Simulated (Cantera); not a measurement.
Thermodynamics of aluminium nitride and oxide growth, feed AlCl3 + N2O + N2

Charge: 1 mol AlCl3, a varied amount of N2O, 43 mol N2, at 1125 °C and 34.5 Torr.

Equilibrium computed with Cantera from the NASA thermochemical tables; the gas is ideal and each condensed phase is pure. Candidate condensed phases: Al, AlCl3, AlN, Al2O3; 24 gas species. Equilibrium is a limit: real reactors are often held back by kinetics, nucleation or transport.

```
n(N2O) (mol)   x N2     x O2    x Cl2    x Cl  x AlCl3      x NO    x ClO  n Al2O3(s)
------------  -----  -------  -------  ------  -------  --------  -------  ----------
0.73          0.966  4.70e-7  0.00969  0.0129   0.0113   1.19e-6  5.34e-8       0.243
1.2           0.961  5.45e-6   0.0174  0.0173  0.00436   4.03e-6  2.44e-7       0.400
1.8           0.955  0.00319   0.0222  0.0195  5.25e-5   9.72e-5  6.65e-6       0.499
2.9           0.945   0.0143   0.0213  0.0191  1.60e-5  0.000205  1.38e-5       0.500
4.6           0.931   0.0302   0.0201  0.0185  8.38e-6  0.000295  1.95e-5       0.500
7.3           0.911   0.0523   0.0183  0.0177  4.83e-6  0.000385  2.45e-5       0.500
11            0.889   0.0779   0.0163  0.0167  3.02e-6  0.000464  2.82e-5       0.500
```
x: gas mole fraction; n: condensed amount in mol.

From 0.73 mol N2O to 11 mol N2O the condensed part is Al2O3(s). The main Al-bearing gas is AlCl3 throughout.
